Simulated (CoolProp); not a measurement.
Vapour-liquid equilibrium of ethanol (1) + o-xylene (2) at 0.305 bar; x and y are mole fractions of (1).

The numbers come from the multi-fluid Helmholtz-energy mixture model, Schroeder 2014 and Zhou 2012; pair parameters Bell 2016 in CoolProp.

| x | bubble temperature (K) | y at the bubble point | dew temperature at overall composition x (K) | liquid density (mol/L) |
|---|---|---|---|---|
| 0.05 | 347.2 | 0.683 | 375.8 | 8.049 |
| 0.2 | 329.3 | 0.867 | 370.8 | 8.880 |
| 0.35 | 326.9 | 0.885 | 365.1 | 9.724 |
| 0.5 | (withheld) | 0.888 | 358.3 | 10.74 |
| 0.65 | 326.2 | 0.893 | 349.5 | (withheld) |
| 0.8 | 325.4 | 0.914 | 337.1 | 13.62 |
| 0.95 | (withheld) | 0.969 | 324.5 | 15.71 |

Task: Some entries are withheld; supply them.

Result: 
- 0.5, bubble temperature (K): 326.6
- 0.65, liquid density (mol/L): 12.00
- 0.95, bubble temperature (K): 324.2

No azeotrope shows between x = 0.05 and 0.95.

The pair parameters rest on a limited set of measurements; away from them the model extrapolates. With so large a gap from Raoult's law the liquid may split in two, which this calculation doesn't test in full.
